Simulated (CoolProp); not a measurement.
Isopentane at several states: fugacity coefficient from the reference equation and from simpler models built on Tc = 187.2 °C, pc = 33.78 bar, ω = 0.227; each cubic takes its own stable root.

Values from CoolProp's reference Helmholtz-energy equation of state, Lemmon 2006. It is a short technical equation, of lower accuracy than the large ones.

```
T (°C)   p (bar)   phase  reference
-------  -------  ------  ---------
-134.45     18.4  liquid   5.147e-8
-37.95      8.09  liquid   0.006275
-153.45    0.136  liquid   5.793e-8
180.85     0.183     gas     0.9981
40.65       0.43     gas     0.9845
171.75      55.8  liquid     0.3822
```

Q: How far does each simpler model (van der Waals, Redlich-Kwong, Soave-Redlich-Kwong, Peng-Robinson) lie from the reference over these 6 states: mean and median of the absolute difference, and the worst?

A: 
- van der Waals: mean 4355126.4 %, median 1046.2 %, worst +24598553.5 % at -153.45 °C and 0.136 bar
- Redlich-Kwong: mean 46.4 %, median 25.4 %, worst +117.0 % at -134.45 °C and 18.4 bar
- Soave-Redlich-Kwong: mean 5.1 %, median 3.2 %, worst +17.6 % at -153.45 °C and 0.136 bar
- Peng-Robinson: mean 28.6 %, median 2.3 %, worst +109.2 % at -153.45 °C and 0.136 bar
